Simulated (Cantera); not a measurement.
An adiabatic, constant-pressure homogeneous reactor starts with 10.8 % CH4, 18.0 % O2, 67.6 % N2, 3.56 % CO2, equivalence ratio 1.2, at 1075 K and 1.40 bar.

Computed with Cantera and GRI-Mech 3.0 (53 species, 325 reactions).

### Question
Predict: time of steepest temperature rise; temperature at 2.00 s; equilibrium temperature; x(O2) at 2.00 s; x(CO2) at 2.00 s; x(NO) at 2.00 s; x(H) at 2.00 s.

### Answer
| Item | Result |
|---|---|
| time of steepest temperature rise | 0.259 s |
| temperature at 2.00 s | 2541 K |
| equilibrium temperature | 2541 K |
| x(O2) at 2.00 s | 0.00283 (gas-phase equilibrium 0.00283) |
| x(CO2) at 2.00 s | 0.0793 (gas-phase equilibrium 0.0793) |
| x(NO) at 2.00 s | 0.00260 (gas-phase equilibrium 0.00260) |
| x(H) at 2.00 s | 0.00369 (gas-phase equilibrium 0.00369) |
